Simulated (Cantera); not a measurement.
Input: 1 mol Cu, a varied amount of F2, held at 1500 K and 0.0100 bar.

Cantera equilibrium calculation (NASA polynomials, part measured and part estimated; ideal gas, pure solids and liquids). Candidate condensed phases: Cu, CuF2; 6 gas species. The numbers say what is thermodynamically allowed, not how fast it happens.

**Question.** Which condensed phases are stable at each of these points (n(F2) (mol)): 0.36, 0.44, 0.53, 0.65, 0.78, 0.95, 1.1, 1.4, 1.7, 2, 2.5, 3?

**Answer.** 
```
n(F2) (mol)  condensed phases  Cu condensed (%)
-----------  ----------------  ----------------
0.36                    Cu(l)              32.1
0.44                    Cu(l)              17.0
0.53                 gas only               0.0
0.65                 gas only               0.0
0.78                 gas only               0.0
0.95                 gas only               0.0
1.1                  gas only               0.0
1.4                  gas only               0.0
1.7                  gas only               0.0
2                    gas only               0.0
2.5                  gas only               0.0
3                    gas only               0.0
```

From 0.36 mol F2 to 0.44 mol F2 the condensed part is Cu(l). From 0.53 mol F2 to 3 mol F2 nothing is condensed.
